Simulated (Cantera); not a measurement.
A closed system holds: 1 mol LiOH, 1.7 mol H₂O, 0.11 mol H₂, equilibrated at 0.133 bar.

Equilibrium computed with Cantera from the NASA thermochemical tables; the gas is ideal and each condensed phase is pure. Candidate condensed phases: H₂O, Li, LiH, LiOH, Li₂O; 17 gas species. Equilibrium is a limit: real reactors are often held back by kinetics, nucleation or transport.

Task: Which condensed phases are stable at each of these points (T (K)): 1023, 1123, 1223, 1323, 1423, 1523, 1623, 1723, 1823, 1923, 2023, 2123, 2223?

Result: 
```tsv
T (K)	condensed phases	Li condensed (%)
1023	Li₂O(s)	100.0
1123	Li₂O(s)	99.8
1223	Li₂O(s)	99.2
1323	Li₂O(s)	97.0
1423	Li₂O(s)	90.9
1523	Li₂O(s)	76.0
1623	Li₂O(s)	44.3
1723	gas only	0.0
1823	gas only	0.0
1923	gas only	0.0
2023	gas only	0.0
2123	gas only	0.0
2223	gas only	0.0
```

From 1023 K to 1623 K the condensed part is Li₂O(s). From 1723 K to 2223 K nothing is condensed.
